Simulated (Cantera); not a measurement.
An adiabatic, constant-pressure homogeneous reactor starts with 3.06 % CH4, 11.5 % O2, 85.4 % N2, equivalence ratio 0.53, at 1700 K and 101000 Pa.

Detailed kinetics in Cantera: GRI-Mech 3.0 (53 species, 325 reactions).

Question: Predict: time of steepest temperature rise; temperature at 0.300 s; equilibrium temperature; x(O2) at 0.300 s; x(H2) at 0.300 s; x(NO) at 0.300 s; x(H2O2) at 0.300 s; x(HO2) at 0.300 s.

Answer: 
| Item | Result |
|---|---|
| time of steepest temperature rise | 0.304 ms |
| temperature at 0.300 s | 2296 K |
| equilibrium temperature | 2295 K |
| x(O2) at 0.300 s | 0.0497 (gas-phase equilibrium 0.0497) |
| x(H2) at 0.300 s | 0.000531 (gas-phase equilibrium 0.000531) |
| x(NO) at 0.300 s | 0.00773 (gas-phase equilibrium 0.00787) |
| x(H2O2) at 0.300 s | 5.75e-8 (gas-phase equilibrium 5.74e-8) |
| x(HO2) at 0.300 s | 2.09e-6 (gas-phase equilibrium 2.09e-6) |
